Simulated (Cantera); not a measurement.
# Transport properties of process gases

Gas mixture: 30.0 % O2, 70.0 % N2, at 0.987 atm, frozen composition.

Cantera's kinetic-theory transport with the Lennard-Jones parameters of GRI-Mech 3.0, ideal gas; thermal conductivity in the mixture-averaged form.

| T (K) | ρ (kg/m³) | cp (J/kg/K) | μ (µPa s) | λ (mW/m/K) | Pr | D (cm²/s) CO2 | D (cm²/s) C2H2 | D (cm²/s) CH4 |
|---|---|---|---|---|---|---|---|---|
| 400 | 0.878 | 1012 | 23.3 | 33.1 | 0.713 | 0.269 | 0.284 | 0.379 |
| 500 | 0.703 | 1029 | 27.3 | 39.6 | 0.709 | 0.400 | 0.421 | 0.559 |
| 600 | 0.586 | 1051 | 30.9 | 46.0 | 0.706 | 0.550 | 0.578 | 0.764 |
| 700 | 0.502 | 1074 | 34.3 | 52.3 | 0.705 | 0.718 | 0.753 | 0.993 |
| 800 | 0.439 | 1099 | 37.5 | 58.4 | 0.706 | 0.902 | 0.946 | 1.24 |
| 900 | 0.390 | 1123 | 40.5 | 64.3 | 0.708 | 1.10 | 1.15 | 1.52 |
| 1000 | 0.351 | 1143 | 43.4 | 70.0 | 0.709 | 1.32 | 1.38 | 1.81 |
| 1100 | 0.319 | 1159 | 46.2 | 75.7 | 0.708 | 1.55 | 1.62 | 2.12 |
D: mixture-averaged diffusion coefficient of that species in the mixture.
